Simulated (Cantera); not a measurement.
A perfectly stirred reactor is fed with 10.9 % CH3OH, 18.2 % O2, 68.2 % N2, 2.72 % H2, at 0.930 bar; it is adiabatic with a 700 K inlet, and is followed from long to short residence time, starting on the burning branch (τ in s: 0.16, 0.075, 0.035, 0.016, 0.0076, 0.0035, 0.0016, 0.00076, 0.00035, 0.00016, 7.7e-05).

Model: GRI-Mech 3.0 (53 species, 325 reactions), integrated in Cantera. GRI-Mech 3.0 was tuned for natural gas; its chemistry of methanol as a main component is partial and can be far from experiment.

Predict: blow-out, bracketed by the residence times tried; x(CH3OH) at τ = 0.160 s; x(O2) at τ = 0.160 s; x(CH2O) at τ = 0.160 s; x(HCN) at τ = 0.160 s; x(CH3OH) at τ = 3.50 ms; x(O2) at τ = 3.50 ms; x(CH2O) at τ = 3.50 ms; x(HCN) at τ = 3.50 ms.


```
Quantity                                                                           Value
------------------------------------------------  --------------------------------------
blow-out, bracketed by the residence times tried  burning at 77.0 µs, the shortest tried
x(CH3OH) at τ = 0.160 s                                                          2.61e-7
x(O2) at τ = 0.160 s                                                              0.0130
x(CH2O) at τ = 0.160 s                                                           2.93e-7
x(HCN) at τ = 0.160 s                                                            2.48e-8
x(CH3OH) at τ = 3.50 ms                                                          7.20e-6
x(O2) at τ = 3.50 ms                                                              0.0196
x(CH2O) at τ = 3.50 ms                                                           7.72e-6
x(HCN) at τ = 3.50 ms                                                            7.35e-8
```
